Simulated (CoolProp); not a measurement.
20 sccm (0 °C, 1 atm) of nitrogen bubbles through liquid n-perfluorohexane at 273.5 K and leaves saturated at a total pressure of 0.0505 MPa (ideal gas phase). Each further row changes one setting.

Values from CoolProp's reference Helmholtz-energy equation of state, Gao 2022.

```json
[
 {"case": "as stated", "vapour pressure (kPa)": "8.81", "mole fraction of vapour": "…", "delivery (mg/min)": "63.8", "delivery (sccm)": "4.23", "change of delivery for a bath 1 K warmer (%)": "…"},
 {"case": "bath temperature 278.5 K", "vapour pressure (kPa)": "11.5", "mole fraction of vapour": "…", "delivery (mg/min)": "…", "delivery (sccm)": "…", "change of delivery for a bath 1 K warmer (%)": "7.0"},
 {"case": "total pressure 0.101 MPa", "vapour pressure (kPa)": "8.81", "mole fraction of vapour": "…", "delivery (mg/min)": "28.8", "delivery (sccm)": "1.91", "change of delivery for a bath 1 K warmer (%)": "…"}
]
```

**Question.** Complete the blanks.

**Answer.** 
- as stated, mole fraction of vapour: 0.175
- as stated, change of delivery for a bath 1 K warmer (%): 6.8
- bath temperature 278.5 K, mole fraction of vapour: 0.228
- bath temperature 278.5 K, delivery (mg/min): 89.0
- bath temperature 278.5 K, delivery (sccm): 5.90
- total pressure 0.101 MPa, mole fraction of vapour: 0.0873
- total pressure 0.101 MPa, change of delivery for a bath 1 K warmer (%): 6.1
